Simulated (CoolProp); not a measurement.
Oxygen at 232.52 K and 0.125 MPa flows at 5.5 m/s in a round tube of 20 mm bore and 45 µm roughness, fully developed (64/Re and Nu = 3.66 if laminar; Colebrook and Gnielinski if turbulent). Each further row changes one setting.

Computed with CoolProp (reference Helmholtz-energy equation of state, Schmidt 1985).

```
case             Reynolds number  Darcy friction factor  pressure drop (Pa/m)  heat-transfer coefficient (W/(m² K))  mass flow (kg/h)
---------------  ---------------  ---------------------  --------------------  ------------------------------------  ----------------
as stated                  13600                 0.0322                  50.5                                  46.0              12.9
velocity 11 m/s            27200                 0.0289                   182                                  85.1              25.8
diameter 40 mm             27200                 0.0267                  20.9                                  38.9              51.6
```

Viscosity comes from a separate model (Lemmon 2004). Thermal conductivity comes from a separate model (Lemmon 2004).
